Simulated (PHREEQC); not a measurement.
A made-up water analysis in mmol/kgw, 20 °C, pH 6.77, pe 1.2:

```csv
constituent,mmol/kgw
Na,0.0205
K,0.00368
Ca,0.0048
Mg,0.000992
Cl,0.00482
S(6),0.00797
Alkalinity (meq/kgw),0.0146
Fe(2),0.000575
```

Valence states are taken as typed.

All values are PHREEQC results (ion-association model, phreeqc.dat), not measurements.

```json
{
 "ionic_strength": "5.06e-5 mol/kgw",
 "charge_balance_error": "2.1 %"
}
```

| species | molality | activity | log γ |
|---|---|---|---|
| Na+ | 2.05e-5 | 2.03e-5 | -0.004 |
| HCO3- | 1.47e-5 | 1.46e-5 | -0.004 |
| SO4-2 | 7.96e-6 | 7.70e-6 | -0.014 |
| CO2 | 5.97e-6 | 5.97e-6 | 0.000 |
| Cl- | 4.82e-6 | 4.78e-6 | -0.004 |
| Ca+2 | 4.79e-6 | 4.64e-6 | -0.014 |
| K+ | 3.68e-6 | 3.65e-6 | -0.004 |

No solid was allowed to form. Complexes and solids missing from the database can't appear.
